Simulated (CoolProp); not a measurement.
The numbers come from the reference Helmholtz-energy equation of state, Thol 2015 in CoolProp.

Question: For octamethylcyclotetrasiloxane (D4), give the phase and the density (kg/m³), speed of sound (m/s), expansivity (1/kK), fugacity coefficient at 324.8 K and 75.8 bar; 371.5 K and 75.8 bar; 511.6 K and 75.8 bar.

Answer: 
- 324.8 K and 75.8 bar: liquid; density 933, speed of sound 884, expansivity 1.15, fugacity coefficient 0.000257
- 371.5 K and 75.8 bar: liquid; density 882, speed of sound 754, expansivity 1.22, fugacity coefficient 0.00245
- 511.6 K and 75.8 bar: liquid; density 726, speed of sound 447, expansivity 1.63, fugacity coefficient 0.0882
